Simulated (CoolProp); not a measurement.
Vapour-liquid equilibrium of ethane (1) + n-butane (2) at -62.95 °C; x and y are mole fractions of (1).

Model: multi-fluid Helmholtz-energy mixture model, Bücker 2006 and Bücker 2006; pair parameters Kunz 2012, in CoolProp.

```csv
x,bubble pressure (kPa),y at the bubble point,dew pressure at overall composition x (kPa),liquid density (mol/L)
0.05,19.71,0.800,4.313,11.64
0.125,43.92,0.916,4.678,11.98
0.2,68.82,0.950,5.112,12.33
0.275,94.14,0.967,5.633,12.69
0.35,119.6,0.976,6.273,13.06
0.425,145.0,0.982,7.077,13.45
0.5,170.2,0.987,8.117,13.86
0.575,195.1,0.990,9.515,14.28
0.65,219.7,0.992,11.49,14.72
0.725,244.0,0.994,14.51,15.17
0.8,268.4,0.996,19.68,15.65
0.875,293.2,0.998,30.57,16.13
0.95,318.7,0.999,68.40,16.63
```

No azeotrope shows between x = 0.05 and 0.95.

The pair parameters rest on a limited set of measurements; away from them the model extrapolates.
